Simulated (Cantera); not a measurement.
Cantera run, input and output.

```python
import numpy as np
import cantera as ct

gas = ct.Solution("gri30.yaml")


def delay(T, t_max=10):
    gas.TPX = T, 1500000, {'CH4': 1, 'O2': 1.43, 'N2': 5.37}
    reactor = ct.IdealGasConstPressureReactor(gas, clone=False)
    net = ct.ReactorNet([reactor])
    net.rtol, net.atol = 1e-8, 1e-16
    while net.time < t_max:
        t_old, T_old = net.time, reactor.T
        net.step()
        if reactor.T > T + 400:  # ignition: a rise of 400 K
            return t_old + (T + 400 - T_old) / (reactor.T - T_old) * (net.time - t_old)
    return np.nan


taus = []
for T in [1098, 1173, 1248, 1323, 1398, 1473, 1548]:
    taus.append(delay(T))
    print(f"T0 = {T:6g} K   tau = {taus[-1]:.4e} s")
```

Output:

```
T0 =   1098 K   tau = 1.3177e-02 s
T0 =   1173 K   tau = 4.9216e-03 s
T0 =   1248 K   tau = 2.0147e-03 s
T0 =   1323 K   tau = 8.8002e-04 s
T0 =   1398 K   tau = 4.0474e-04 s
T0 =   1473 K   tau = 1.9431e-04 s
T0 =   1548 K   tau = 9.6841e-05 s
```

Cantera simulation using GRI-Mech 3.0 (53 species, 325 reactions); the numbers are that mechanism's predictions, not measurements. The pressure lies above the range GRI-Mech 3.0 was tuned for (to about 10 atm).
